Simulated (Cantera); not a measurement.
# Ignition delay

Mixture: 12.7 % CO, 15.2 % H2, 14.7 % O2, 57.4 % N2, at 3.10 bar, adiabatic and at constant pressure. Ignition delay is the time to a rise of 400 K.

Detailed kinetics in Cantera: GRI-Mech 3.0 (53 species, 325 reactions). The hydrogen kinetics of GRI-Mech 3.0 are dated; newer H2 mechanisms differ, most at raised pressure. Below about 950 K walls govern HO2 and H2O2 in real vessels. Where the delays flatten at high temperature, the 400 K rule measures the pace of heat release, not the induction time.

```
T0 (K)  delay (ms)
------  ----------
873            235
948           19.6
1023          1.19
1098        0.0773
1173        0.0274
1248        0.0160
1323        0.0110
1398       0.00837
1473       0.00678
```
